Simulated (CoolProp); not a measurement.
R115 along the isobar 7.89 bar: fugacity coefficient from the reference equation and from simpler models built on Tc = 353.1 K, pc = 31.29 bar, ω = 0.248; each cubic takes its own stable root.

Computed with CoolProp (reference Helmholtz-energy equation of state, Lemmon 2016).

```
T (K)  phase  reference  Redlich-Kwong  Soave-Redlich-Kwong  Peng-Robinson
-----  -----  ---------  -------------  -------------------  -------------
333      gas     0.9009         0.8999               0.8974         0.8883
353.6    gas     0.9187         0.9157               0.9158         0.9070
374.3    gas     0.9328         0.9286               0.9306         0.9223
394.9    gas     0.9440         0.9390               0.9426         0.9347
415.6    gas     0.9531         0.9477               0.9525         0.9449
436.3    gas     0.9605         0.9549               0.9607         0.9535
456.9    gas     0.9667         0.9609               0.9674         0.9606
477.6    gas     0.9719         0.9660               0.9731         0.9666
498.3    gas     0.9763         0.9704               0.9779         0.9717
```
